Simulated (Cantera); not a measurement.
A perfectly stirred reactor is fed with 1.28 % C2H6, 98.7 % N2, at 0.168 atm; it is held at 1225 K, and followed from long to short residence time.

Computed with Cantera and GRI-Mech 3.0 (53 species, 325 reactions). GRI-Mech 3.0 stops at C3 and has no aromatics, soot or wall deposition, so with more carbon than oxygen in the feed, carbon stays in small species such as C2H2 where larger ones or solid carbon would form.

Q: Predict: x(C2H6) at τ = 7.00 s; x(CH4) at τ = 7.00 s; x(C2H2) at τ = 7.00 s; x(C2H6) at τ = 26.0 ms; x(CH2) at τ = 26.0 ms; x(CH4) at τ = 26.0 ms; x(C2H2) at τ = 26.0 ms.

A: 
```json
{
  "x(C2H6) at τ = 7.00 s": "0.000120",
  "x(CH4) at τ = 7.00 s": "0.00173",
  "x(C2H2) at τ = 7.00 s": "0.0104",
  "x(C2H6) at τ = 26.0 ms": "0.00803",
  "x(CH2) at τ = 26.0 ms": "6.27e-9",
  "x(CH4) at τ = 26.0 ms": "0.000521",
  "x(C2H2) at τ = 26.0 ms": "0.000356"
}
```
